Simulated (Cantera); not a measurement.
# Pyrogenic steam for wet oxidation

An isothermal, constant-pressure homogeneous reactor starts with 10.1 % H₂, 15.8 % O₂, 74.1 % N₂, equivalence ratio 0.32, at 1050 K and 13300 Pa.

Cantera simulation using GRI-Mech 3.0 (53 species, 325 reactions); the numbers are that mechanism's predictions, not measurements. The temperature is held fixed by assumption; the heat of reaction is taken as removed at once.

```csv
t (s),x H₂,x O₂,x NO,x NO₂,x N₂O,x H₂O₂
1.00e-6,0.101,0.158,<1e-12,<1e-12,<1e-12,<1e-12
3.05e-6,0.101,0.158,<1e-12,<1e-12,<1e-12,<1e-12
9.32e-6,0.101,0.158,<1e-12,<1e-12,<1e-12,<1e-12
2.85e-5,0.101,0.158,<1e-12,<1e-12,<1e-12,<1e-12
8.69e-5,0.101,0.158,<1e-12,<1e-12,<1e-12,<1e-12
0.000265,0.101,0.158,<1e-12,<1e-12,<1e-12,6.34e-12
0.000809,0.0982,0.156,1.47e-10,<1e-12,5.66e-11,6.72e-8
0.00247,0.00190,0.113,1.58e-6,4.88e-10,1.58e-8,1.39e-6
0.00754,0.000164,0.113,1.59e-6,9.88e-9,2.11e-8,7.18e-7
0.0230,1.88e-5,0.113,1.57e-6,3.01e-8,2.24e-8,2.46e-7
0.0703,1.82e-6,0.113,1.56e-6,3.80e-8,2.30e-8,6.99e-8
0.215,1.87e-7,0.113,1.57e-6,3.02e-8,2.33e-8,1.93e-8
0.655,3.41e-8,0.113,1.58e-6,1.86e-8,2.35e-8,5.78e-9
2.00,8.91e-9,0.113,1.59e-6,1.04e-8,2.36e-8,1.84e-9
```
x: mole fraction; the columns are a selection and need not sum to one.

Equilibrium at this temperature and pressure: H₂ 3.15e-10, O₂ 0.113, NO 3.88e-5, NO₂ 4.00e-7, N₂O 1.10e-9, H₂O₂ 6.76e-11 (gas phase only).
